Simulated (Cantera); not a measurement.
A perfectly stirred reactor is fed with 1.19 % H2, 98.8 % O2, at 5.40 Torr; it is held at 1025 K, and followed from long to short residence time.

Detailed kinetics in Cantera: GRI-Mech 3.0 (53 species, 325 reactions). Radical loss at walls, strong at low pressure, is not modelled.

Predict: x(H2) at τ = 0.640 s; x(O2) at τ = 0.640 s; x(H2O) at τ = 0.640 s; x(O) at τ = 0.640 s; x(H2O2) at τ = 0.640 s; x(H2) at τ = 36.0 ms; x(O2) at τ = 36.0 ms; x(H2O) at τ = 36.0 ms; x(O) at τ = 36.0 ms; x(H2O2) at τ = 36.0 ms.


```json
{
  "x(H2) at τ = 0.640 s": "0.000215",
  "x(O2) at τ = 0.640 s": "0.985",
  "x(H2O) at τ = 0.640 s": "0.0114",
  "x(O) at τ = 0.640 s": "0.00274",
  "x(H2O2) at τ = 0.640 s": "1.96e-8",
  "x(H2) at τ = 36.0 ms": "0.00143",
  "x(O2) at τ = 36.0 ms": "0.981",
  "x(H2O) at τ = 36.0 ms": "0.00941",
  "x(O) at τ = 36.0 ms": "0.00571",
  "x(H2O2) at τ = 36.0 ms": "4.87e-8"
}
```
